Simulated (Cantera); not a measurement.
An adiabatic, constant-volume homogeneous reactor starts with CH₄ : CO : O₂ : N₂ = 1 : 0.18 : 5.81 : 21.8 (molar parts), at 1725 K and 101000 Pa. Integrator tolerance rtol = 1e-08.

Detailed kinetics in Cantera: GRI-Mech 3.0 (53 species, 325 reactions).

Task: What does this change do: 0.067 parts H2 added?

Result: 
```csv
quantity,before,after
time of steepest temperature rise,0.161 ms,0.138 ms
temperature at 0.200 s,2523 K,2532 K
equilibrium temperature,2523 K,2532 K
x(CH₄) at 0.200 s,<1e-12 (gas-phase equilibrium <1e-12),<1e-12 (gas-phase equilibrium <1e-12)
x(CO) at 0.200 s,0.00370 (gas-phase equilibrium 0.00370),0.00388 (gas-phase equilibrium 0.00388)
x(O₂) at 0.200 s,0.118 (gas-phase equilibrium 0.118),0.116 (gas-phase equilibrium 0.116)
x(NO) at 0.200 s,0.0175 (gas-phase equilibrium 0.0175),0.0176 (gas-phase equilibrium 0.0176)
x(O) at 0.200 s,0.00458 (gas-phase equilibrium 0.00458),0.00476 (gas-phase equilibrium 0.00476)
```
